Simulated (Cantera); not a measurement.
A perfectly stirred reactor is fed with CH4 : O2 : N2 = 1 : 2.74 : 14.5 (molar parts), equivalence ratio 0.73, at 1.60 bar; it is adiabatic with a 300 K inlet, and is followed from long to short residence time, starting on the burning branch (τ in s: 0.061, 0.028, 0.013, 0.0059, 0.0027, 0.0012, 0.00057, 0.00026, 0.00012, 5.4e-05).

Cantera simulation using GRI-Mech 3.0 (53 species, 325 reactions); the numbers are that mechanism's predictions, not measurements.

Question: Predict: blow-out, bracketed by the residence times tried; x(CH4) at τ = 61.0 ms; x(O2) at τ = 61.0 ms; x(OH) at τ = 61.0 ms; x(H2O2) at τ = 61.0 ms; x(HO2) at τ = 61.0 ms; x(CH4) at τ = 1.20 ms; x(O2) at τ = 1.20 ms; x(OH) at τ = 1.20 ms; x(H2O2) at τ = 1.20 ms; x(HO2) at τ = 1.20 ms.

Answer: 
```
Item                                                                            Value
------------------------------------------------  -----------------------------------
blow-out, bracketed by the residence times tried  burning at 1.20 ms, out at 0.570 ms
x(CH4) at τ = 61.0 ms                                                         2.69e-5
x(O2) at τ = 61.0 ms                                                           0.0407
x(OH) at τ = 61.0 ms                                                         0.000541
x(H2O2) at τ = 61.0 ms                                                        1.56e-7
x(HO2) at τ = 61.0 ms                                                         3.15e-6
x(CH4) at τ = 1.20 ms                                                        0.000495
x(O2) at τ = 1.20 ms                                                           0.0454
x(OH) at τ = 1.20 ms                                                          0.00119
x(H2O2) at τ = 1.20 ms                                                        8.49e-7
x(HO2) at τ = 1.20 ms                                                         2.94e-5
```
